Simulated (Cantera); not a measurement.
A closed system holds: 1 mol Si, 0.96 mol F2, 0.2 mol H2, equilibrated at 675 K and 0.000170 bar.

These are equilibrium values from Cantera (NASA tables, ideal gas, pure condensed phases), not measurements of a reactor. Candidate condensed phases: Si; 25 gas species. The numbers say what is thermodynamically allowed, not how fast it happens.

Base state: SiF4 0.704, H2 0.293, SiHF3 0.00316 (mole fractions); condensed: Si(s).

Task: What changes in the equilibrium state with this change: temperature from 675 K to 1048 K?

Result: 
| species | before | after |
|---|---|---|
| SiF4 | 0.704 | 0.695 |
| H2 | 0.293 | 0.291 |
| SiF3 | 3.12e-6 | 0.00831 |
| SiHF3 | 0.00316 | 0.00493 |
| SiF2 | <1e-9 | 0.000175 |
| HF | 4.95e-8 | 0.000188 |
| Si(s), mol | 0.519 | 0.518 |
The tables' values for SiF3, SiF2 are old estimates; treat these amounts as uncertain.

Task: What changes in the equilibrium state with this change: temperature from 675 K to 1025 K?

Result: 
| species | before | after |
|---|---|---|
| SiF4 | 0.704 | 0.697 |
| H2 | 0.293 | 0.291 |
| SiF3 | 3.12e-6 | 0.00605 |
| SiHF3 | 0.00316 | 0.00485 |
| SiF2 | <1e-9 | 0.000101 |
| HF | 4.95e-8 | 0.000135 |
| SiH2F2 | 9.40e-6 | 1.77e-5 |
| Si(s), mol | 0.519 | 0.518 |
The tables' values for SiF3, SiF2 are old estimates; treat these amounts as uncertain.
